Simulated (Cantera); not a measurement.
# Thermodynamics of fluorocarbon and chlorocarbon gases, feed CF4 + HCl

Input: 1 mol CF4, 1.3 mol HCl, equilibrated at 1000 Pa.

Cantera equilibrium calculation (NASA polynomials, part measured and part estimated; ideal gas, pure solids and liquids). Candidate condensed phases: C, C6H6, C7H8, C8H18; 135 gas species. Ions and electrons are included (thermal ionisation). The tables' values for CCl are old estimates; treat these amounts as uncertain. Rates play no part.

| T (°C) | x F | x Cl | x HF | x H | x C | x CF | x C3 | x CF2 | x C2 | n C(graphite) |
|---|---|---|---|---|---|---|---|---|---|---|
| 2727 | 0.428 | 0.235 | 0.227 | 0.00817 | 0.00507 | 0.0495 | 0.0312 | 0.0111 | 0.00317 | 0.0689 |
| 2977 | 0.459 | 0.220 | 0.182 | 0.0383 | 0.0201 | 0.0378 | 0.0313 | 0.00180 | 0.00755 | 0 |
| 3227 | 0.491 | 0.200 | 0.102 | 0.0975 | 0.0541 | 0.0249 | 0.0176 | 0.000317 | 0.0108 | 0 |
| 3477 | 0.511 | 0.183 | 0.0395 | 0.143 | 0.0967 | 0.0129 | 0.00467 | 5.14e-5 | 0.00853 | 0 |
| 3727 | 0.520 | 0.175 | 0.0136 | 0.161 | 0.120 | 0.00527 | 0.000603 | 7.51e-6 | 0.00384 | 0 |
| 3977 | 0.524 | 0.172 | 0.00493 | 0.167 | 0.127 | 0.00209 | 6.72e-5 | 1.19e-6 | 0.00147 | 0 |
| 4227 | 0.525 | 0.172 | 0.00194 | 0.170 | 0.130 | 0.000882 | 8.61e-6 | 2.21e-7 | 0.000581 | 0 |
| 4477 | 0.526 | 0.171 | 0.000838 | 0.170 | 0.131 | 0.000402 | 1.33e-6 | 4.82e-8 | 0.000248 | 0 |
| 4727 | 0.526 | 0.171 | 0.000391 | 0.171 | 0.131 | 0.000197 | 2.44e-7 | 1.22e-8 | 0.000114 | 0 |
x: gas mole fraction; n: condensed amount in mol.

At 2727 °C the condensed part is C(graphite). From 2977 °C to 4727 °C nothing is condensed. The main C-bearing gas is C3 at 2727 °C and C at 4727 °C.
